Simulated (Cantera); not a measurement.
Input: 1 mol CH₃Cl, 0.83 mol H₂, equilibrated at 2550 K and 220 Pa.

Method: chemical equilibrium by Gibbs-energy minimisation in Cantera with the NASA 1993 tables (ideal gas, pure condensed phases). Candidate condensed phases: C, C₆H₆, C₇H₈, C₈H₁₈; 91 gas species. Equilibrium is a limit: real reactors are often held back by kinetics, nucleation or transport.

Base state: H 0.389, H₂ 0.342, HCl 0.146, Cl 0.117, C₂H₂ (acetylene) 0.00455, C₃ 0.000484, C₂H 0.000412, C 0.000148 (mole fractions); condensed: C(graphite).

**Question.** What changes in the equilibrium state with this change: temperature from 2550 K to 1300 K?

**Answer.** 
```json
[
 {"species": "H₂", "before": "0.342", "after": "0.647"},
 {"species": "HCl", "before": "0.146", "after": "0.353"},
 {"species": "H", "before": "0.389", "after": "1.90e-5"},
 {"species": "Cl", "before": "0.117", "after": "8.74e-6"},
 {"species": "C₃", "before": "0.000484", "after": "<1e-9"},
 {"species": "C₂H", "before": "0.000412", "after": "<1e-9"},
 {"species": "C", "before": "0.000148", "after": "<1e-9"},
 {"species": "C(graphite), mol", "before": "0.955", "after": "1.000"}
]
```
